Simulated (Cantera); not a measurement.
An isothermal, constant-pressure homogeneous reactor starts with CH4 : H2O = 1 : 3.6 (molar parts), at 1500 K and 18.0 bar.

Computed with Cantera and GRI-Mech 3.0 (53 species, 325 reactions). The pressure lies above the range GRI-Mech 3.0 was tuned for (to about 10 atm).

x: mole fraction; the columns are a selection and need not sum to one.

```
t (s)        x CH4  x H2O      x O2     x CO2     x HCO    x CH3
--------  --------  -----  --------  --------  --------  -------
3.00e-5      0.217  0.783    <1e-12    <1e-12    <1e-12  2.94e-5
0.000172     0.217  0.783    <1e-12  2.73e-11  2.29e-12  3.47e-5
0.000985     0.215  0.782  2.47e-12   2.06e-8  3.96e-11  4.67e-5
0.00565      0.204  0.777  1.69e-11   5.42e-6  9.90e-11  4.78e-5
0.0324         [?]  0.748  5.39e-12       [?]  1.16e-10      [?]
0.185        0.115  0.694  2.41e-12   0.00714  4.61e-10  2.59e-5
1.06         0.115  0.609  1.21e-12    0.0267   1.44e-9  2.08e-5
6.09        0.0758  0.500    <1e-12    0.0355   4.16e-9  1.11e-5
34.9           [?]    [?]    <1e-12    0.0351       [?]      [?]
200       0.000298  0.361    <1e-12    0.0337   9.94e-9  3.60e-8
```

Complete the blanks.


- 0.0324, x CH4: 0.162
- 0.0324, x CO2: 0.000268
- 0.0324, x CH3: 3.39e-5
- 34.9, x CH4: 0.0221
- 34.9, x H2O: 0.399
- 34.9, x HCO: 8.11e-9
- 34.9, x CH3: 2.79e-6
